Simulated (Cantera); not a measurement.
A closed system holds: 1 mol Pb, 0.19 mol H2S, a varied amount of N2, at 1998 K and 1.90 bar.

Equilibrium computed with Cantera from the NASA thermochemical tables; the gas is ideal and each condensed phase is pure. Candidate condensed phases: Pb, PbS, S; 18 gas species. Rates play no part.

x: gas mole fraction; nothing condenses.

```tsv
n(N2) (mol)	x N2	x Pb	x H2	x PbS
4	0.771	0.156	0.0361	0.0360
13	0.916	___	___	___
22	0.949	0.0352	0.00805	0.00787
31	0.963	0.0254	0.00579	0.00562
40	0.971	___	___	___
50	0.977	0.0161	0.00363	0.00346
59	0.980	0.0137	0.00308	0.00292
68	0.983	0.0119	0.00268	0.00252
77	0.985	0.0106	0.00237	0.00221
86	0.986	0.00950	0.00212	0.00197
95	0.987	0.00863	0.00192	0.00177
100	0.988	0.00821	0.00183	0.00167
```

**Question.** Fill in the missing entries.

**Answer.** 
- 40, x Pb: 0.0199
- 40, x H2: 0.00452
- 40, x PbS: 0.00435
- 13, x Pb: 0.0574
- 13, x H2: 0.0132
- 13, x PbS: 0.0130
